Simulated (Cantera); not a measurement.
A perfectly stirred reactor is fed with CH4 : H2 : O2 : N2 = 1 : 0.22 : 2.84 : 10.7 (molar parts), equivalence ratio 0.74, at 270 Torr; it is adiabatic with a 573 K inlet, and is followed from long to short residence time, starting on the burning branch (τ in s: 0.054, 0.027, 0.013, 0.0065, 0.0032, 0.0016, 0.00079, 0.00039, 0.00019, 9.5e-05).

Cantera simulation using GRI-Mech 3.0 (53 species, 325 reactions); the numbers are that mechanism's predictions, not measurements.

Predict: blow-out, bracketed by the residence times tried; x(CH4) at τ = 54.0 ms; x(H2) at τ = 54.0 ms; x(O2) at τ = 54.0 ms; x(CH3) at τ = 54.0 ms; x(CH4) at τ = 1.60 ms; x(H2) at τ = 1.60 ms; x(O2) at τ = 1.60 ms; x(CH2CO) at τ = 1.60 ms; x(CH3) at τ = 1.60 ms.


| Item | Value |
|---|---|
| blow-out, bracketed by the residence times tried | burning at 0.190 ms, out at 95.0 µs |
| x(CH4) at τ = 54.0 ms | 8.54e-6 |
| x(H2) at τ = 54.0 ms | 0.00169 |
| x(O2) at τ = 54.0 ms | 0.0503 |
| x(CH3) at τ = 54.0 ms | 2.84e-6 |
| x(CH4) at τ = 1.60 ms | 0.000115 |
| x(H2) at τ = 1.60 ms | 0.00718 |
| x(O2) at τ = 1.60 ms | 0.0559 |
| x(CH2CO) at τ = 1.60 ms | 1.40e-8 |
| x(CH3) at τ = 1.60 ms | 2.49e-5 |
